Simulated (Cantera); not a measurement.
**Silicon nitride deposition: SiH2Cl2 + NH3 + N2**

Charge: 1 mol SiH2Cl2, 0.13 mol NH3, 1.1 mol N2, held at 1.00 mbar.

These are equilibrium values from Cantera (NASA tables, ideal gas, pure condensed phases), not measurements of a reactor. Candidate condensed phases: NH4Cl, Si, Si3N4; 28 gas species. The tables' values for SiCl3, SiCl are old estimates; treat these amounts as uncertain. Rates play no part.

| T (°C) | x HCl | x N2 | x H2 | x SiCl2 | x SiCl4 | x SiCl3 | n Si3N4(s) | n Si(s) |
|---|---|---|---|---|---|---|---|---|
| 552 | 0.415 | 0.249 | 0.249 | 2.17e-8 | 0.0872 | 4.63e-6 | 0.257 | 0 |
| 627 | 0.439 | 0.244 | 0.236 | 6.58e-7 | 0.0807 | 3.34e-5 | 0.263 | 0 |
| 702 | 0.459 | 0.240 | 0.225 | 1.17e-5 | 0.0753 | 0.000176 | 0.267 | 0 |
| 777 | 0.475 | 0.237 | 0.216 | 0.000136 | 0.0704 | 0.000727 | 0.271 | 0 |
| 852 | 0.487 | 0.235 | 0.209 | 0.00112 | 0.0651 | 0.00243 | 0.273 | 0 |
| 927 | 0.490 | 0.235 | 0.204 | 0.00680 | 0.0568 | 0.00664 | 0.271 | 0 |
| 1002 | 0.473 | 0.240 | 0.203 | 0.0296 | 0.0405 | 0.0136 | 0.257 | 0 |
| 1077 | 0.415 | 0.254 | 0.213 | 0.0826 | 0.0178 | 0.0172 | 0.221 | 0 |
| 1152 | 0.323 | 0.275 | 0.238 | 0.145 | 0.00431 | 0.0126 | 0.172 | 0 |
| 1227 | 0.234 | 0.295 | 0.269 | 0.194 | 0.000779 | 0.00689 | 0.125 | 0 |
| 1302 | 0.164 | 0.311 | 0.294 | 0.227 | 0.000135 | 0.00342 | 0.0890 | 0 |
| 1377 | 0.135 | 0.347 | 0.287 | 0.226 | 3.42e-5 | 0.00188 | 0 | 0.230 |
x: gas mole fraction; n: condensed amount in mol.

From 552 °C to 1302 °C the condensed part is Si3N4(s). At 1377 °C the condensed part is Si(s). The main Si-bearing gas is SiCl4 at 552 °C and SiCl2 at 1377 °C. The share of Si in condensed phases is highest at 852 °C (81.8 %) and lowest at 1377 °C (23.0 %).
